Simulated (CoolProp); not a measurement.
Model: reference Helmholtz-energy equation of state, Aleksandrov 2011, in CoolProp. It is a short technical equation, of lower accuracy than the large ones.

Q: For n-undecane, give the phase and the cv (kJ/(kg K)), Joule-Thomson coefficient (K/MPa), isothermal compressibility (1/MPa) at 273.7 K and 138 kPa; 325.1 K and 514 kPa.

A: 
- 273.7 K and 138 kPa: liquid; cv 1.71, Joule-Thomson coefficient -0.445, isothermal compressibility 0.000877
- 325.1 K and 514 kPa: liquid; cv 1.90, Joule-Thomson coefficient -0.397, isothermal compressibility 0.00125
